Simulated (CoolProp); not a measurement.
Nitrous oxide along the isotherm 334.8 K: Z from the reference equation and from simpler models built on Tc = 309.5 K, pc = 72.45 bar, ω = 0.161; each cubic takes its own stable root.

The numbers come from the reference Helmholtz-energy equation of state, Lemmon 2006 in CoolProp. It is a short technical equation, of lower accuracy than the large ones.

```tsv
p (bar)	phase	reference	Redlich-Kwong	Soave-Redlich-Kwong	Peng-Robinson
0.344	gas	0.9987	0.9987	0.9987	0.9986
0.58	gas	0.9978	0.9978	0.9979	0.9976
0.979	gas	0.9964	0.9963	0.9964	0.9959
1.65	gas	0.9939	0.9938	0.9940	0.9932
2.79	gas	0.9896	0.9895	0.9898	0.9884
4.7	gas	0.9824	0.9822	0.9827	0.9804
7.94	gas	0.9700	0.9698	0.9706	0.9668
13.4	gas	0.9489	0.9484	0.9498	0.9434
22.6	gas	0.9119	0.9111	0.9137	0.9031
38.2	gas	0.8451	0.8436	0.8486	0.8313
64.4	gas	0.7155	0.7126	0.7242	0.6978
109	supercritical	0.4186	0.4286	0.4650	0.4361
```
